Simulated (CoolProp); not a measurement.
Vapour-liquid equilibrium of R113 (1) + n-hexane (2) at 270.6 K; x and y are mole fractions of (1).

The numbers come from the multi-fluid Helmholtz-energy mixture model, Marx 1992 and Thol 2019; pair parameters Bell 2016 in CoolProp.

```json
[
 {"x": "0.05", "bubble pressure (MPa)": "0.005974", "y at the bubble point": "0.162", "dew pressure at overall composition x (MPa)": "0.005464", "liquid density (mol/L)": "7.917"},
 {"x": "0.15", "bubble pressure (MPa)": "0.007214", "y at the bubble point": "0.373", "dew pressure at overall composition x (MPa)": "0.005916", "liquid density (mol/L)": "7.986"},
 {"x": "0.25", "bubble pressure (MPa)": "0.008258", "y at the bubble point": "0.508", "dew pressure at overall composition x (MPa)": "0.006443", "liquid density (mol/L)": "8.057"},
 {"x": "0.35", "bubble pressure (MPa)": "0.009155", "y at the bubble point": "0.605", "dew pressure at overall composition x (MPa)": "0.007059", "liquid density (mol/L)": "8.131"},
 {"x": "0.45", "bubble pressure (MPa)": "0.009942", "y at the bubble point": "0.681", "dew pressure at overall composition x (MPa)": "0.007783", "liquid density (mol/L)": "8.207"},
 {"x": "0.55", "bubble pressure (MPa)": "0.01065", "y at the bubble point": "0.746", "dew pressure at overall composition x (MPa)": "0.008632", "liquid density (mol/L)": "8.287"},
 {"x": "0.65", "bubble pressure (MPa)": "0.01129", "y at the bubble point": "0.804", "dew pressure at overall composition x (MPa)": "0.009610", "liquid density (mol/L)": "8.369"},
 {"x": "0.75", "bubble pressure (MPa)": "0.01189", "y at the bubble point": "0.859", "dew pressure at overall composition x (MPa)": "0.01069", "liquid density (mol/L)": "8.455"},
 {"x": "0.85", "bubble pressure (MPa)": "0.01247", "y at the bubble point": "0.913", "dew pressure at overall composition x (MPa)": "0.01180", "liquid density (mol/L)": "8.545"},
 {"x": "0.95", "bubble pressure (MPa)": "0.01301", "y at the bubble point": "0.970", "dew pressure at overall composition x (MPa)": "0.01282", "liquid density (mol/L)": "8.639"}
]
```

No azeotrope shows between x = 0.05 and 0.95.

Pair parameters are fitted to limited data, so mixtures are less certain than the pure fluids.
